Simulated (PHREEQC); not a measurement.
1 kg of water holding 0.33 mol KCl, 0.13 mol MgCl2, 0.013 mol NaCl and 0.0075 mol CaCl2 is evaporated at 40 °C; the solids stay in contact with the brine. CO2 from the air is kept out. The run lets Bischofite, Brucite, Carnallite, Halite, Portlandite, Sylvite, MgCl2_4H2O precipitate or redissolve, and no other solid.

Base run: PHREEQC, Pitzer model, pitzer.dat. Each further column changes one thing. The table gives water activity.

| H2O removed (mol) | base | temperature from 40 to 50 °C | temperature from 40 to 75 °C |
|---|---|---|---|
| 0 | 0.982 | 0.983 | 0.983 |
| 18.01 | 0.974 | 0.974 | 0.974 |
| 30.18 | 0.961 | 0.961 | 0.961 |
| 38.4 | 0.940 | 0.940 | 0.941 |
| 43.95 | 0.906 | 0.907 | 0.908 |
| 47.7 | 0.852 | 0.852 | 0.855 |
| 50.23 | 0.773 | 0.765 | 0.770 |
| 51.94 | 0.729 | 0.720 | 0.699 |
| 53.1 | 0.636 | 0.633 | 0.624 |
| 53.88 | 0.495 | 0.487 | 0.474 |
| 54.41 | 0.485 | 0.478 | 0.458 |

Constants without temperature data keep their 25 °C values here.
